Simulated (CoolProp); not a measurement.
Saturation properties of R115 (Tc = 353.1 K, pc = 3.129 MPa, ω = 0.248).

Values from CoolProp's reference Helmholtz-energy equation of state, Lemmon 2016.

```
T (K)  p (MPa)  enthalpy of vaporisation (kJ/kg)  liquid cp (kJ/(kg K))
-----  -------  --------------------------------  ---------------------
261.2   0.2968                             114.1                 0.9906
268.3   0.3773                             110.8                  1.009
275.5   0.4745                             107.2                  1.029
282.7   0.5892                             103.4                  1.051
289.8   0.7214                             99.33                  1.076
297     0.8767                             94.90                  1.105
304.1    1.053                             90.15                  1.140
311.3    1.257                             84.85                  1.183
318.5    1.489                             78.93                  1.240
```

It boils at 233.9 K under 1 atm.
